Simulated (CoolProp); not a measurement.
Vapour-liquid equilibrium of cis-2-butene (1) + methanol (2) at 1.46 MPa; x and y are mole fractions of (1).

Computed with CoolProp (multi-fluid Helmholtz-energy mixture model, Lemmon 2005 and de Reuck 1993; pair parameters Bell 2016).

```json
[
 {"x": "0.05", "bubble temperature, mixture model (°C)": "138.9", "bubble temperature, Raoult's law (°C)": "148.9", "y, mixture model": "0.266", "y, Raoult's law": "0.116"},
 {"x": "0.2", "bubble temperature, mixture model (°C)": "111.3", "bubble temperature, Raoult's law (°C)": "140.0", "y, mixture model": "0.665", "y, Raoult's law": "0.402"},
 {"x": "0.35", "bubble temperature, mixture model (°C)": "102.7", "bubble temperature, Raoult's law (°C)": "131.5", "y, mixture model": "0.748", "y, Raoult's law": "0.610"},
 {"x": "0.5", "bubble temperature, mixture model (°C)": "101.1", "bubble temperature, Raoult's law (°C)": "123.6", "y, mixture model": "0.764", "y, Raoult's law": "0.758"},
 {"x": "0.65", "bubble temperature, mixture model (°C)": "100.2", "bubble temperature, Raoult's law (°C)": "116.2", "y, mixture model": "0.780", "y, Raoult's law": "0.862"},
 {"x": "0.8", "bubble temperature, mixture model (°C)": "99.1", "bubble temperature, Raoult's law (°C)": "109.5", "y, mixture model": "0.823", "y, Raoult's law": "0.935"},
 {"x": "0.95", "bubble temperature, mixture model (°C)": "99.9", "bubble temperature, Raoult's law (°C)": "103.4", "y, mixture model": "0.933", "y, Raoult's law": "0.987"}
]
```

The largest gap from Raoult's law is -28.8 K in bubble temperature, at x = 0.35. y crosses x between x = 0.8 and 0.95: the model has an azeotrope there.

The pair parameters rest on a limited set of measurements; away from them the model extrapolates. With so large a gap from Raoult's law the liquid may split in two, which this calculation doesn't test in full.
